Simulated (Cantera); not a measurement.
# AlN + C + N2 (sublimation and decomposition of ceramics)

Charge: 1 mol AlN, 0.086 mol C, 0.23 mol N2, equilibrated at 2573 K and 4.43 Torr.

Method: chemical equilibrium by Gibbs-energy minimisation in Cantera with the NASA 1993 tables (ideal gas, pure condensed phases). Candidate condensed phases: Al, AlN, C; 16 gas species. Rates play no part.

```json
{
  "x(Al)": "0.577",
  "x(N2)": "0.421",
  "x(CN)": "0.00157",
  "x(C3)": "0.000254",
  "x(C)": "7.48e-5",
  "x(Al2)": "5.87e-5",
  "x(C2N2)": "5.00e-5",
  "x(C2)": "2.37e-5",
  "x(AlC)": "1.16e-5",
  "n(C(graphite))": "0.0815 mol",
  "gas_amount": "1.732 mol",
  "log10 activity of Al(l) (absent)": "-1.99"
}
```
